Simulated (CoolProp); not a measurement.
C2F6 (R116) at several states: density (kg/m³) from the reference equation and from simpler models built on Tc = 19.9 °C, pc = 3048 kPa, ω = 0.257; each cubic takes its own stable root.

Values from CoolProp's reference Helmholtz-energy equation of state, Lemmon 2006. It is a short technical equation, of lower accuracy than the large ones.

```json
[
 {"T (°C)": "135.55", "p (kPa)": "6970", "phase": "supercritical", "reference": "347.9", "ideal gas": "?", "Redlich-Kwong": "?"},
 {"T (°C)": "66.05", "p (kPa)": "30.7", "phase": "gas", "reference": "1.505", "ideal gas": "1.502", "Redlich-Kwong": "1.506"},
 {"T (°C)": "104.95", "p (kPa)": "8330", "phase": "supercritical", "reference": "?", "ideal gas": "?", "Redlich-Kwong": "560.6"},
 {"T (°C)": "20.85", "p (kPa)": "3640", "phase": "supercritical", "reference": "931.6", "ideal gas": "205.5", "Redlich-Kwong": "783.3"},
 {"T (°C)": "147.15", "p (kPa)": "118", "phase": "gas", "reference": "4.676", "ideal gas": "4.660", "Redlich-Kwong": "4.681"}
]
```

Question: Fill in the missing entries.

Answer: 
- 135.55, ideal gas: 283.1
- 135.55, Redlich-Kwong: 373.5
- 104.95, reference: 526.1
- 104.95, ideal gas: 365.7
